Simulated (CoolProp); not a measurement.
Vapour-liquid equilibrium of hexamethyldisiloxane (MM) (1) + toluene (2) at 0.258 MPa; x and y are mole fractions of (1).

Model: multi-fluid Helmholtz-energy mixture model, Thol 2016 and Lemmon 2006; pair parameters Bell 2016, in CoolProp.

```csv
x,bubble temperature (K),y at the bubble point,dew temperature at overall composition x (K),liquid density (mol/L)
0.05,419.3,0.071,419.6,7.685
0.2,416.4,0.259,417.3,6.772
0.35,414.2,0.419,415.1,6.016
0.5,412.4,0.559,413.1,5.382
0.65,411.0,0.689,411.4,4.845
0.8,410.1,0.817,410.2,4.387
0.95,409.6,0.952,409.6,3.992
```

No azeotrope shows between x = 0.05 and 0.95.

Pair parameters are fitted to limited data, so mixtures are less certain than the pure fluids.
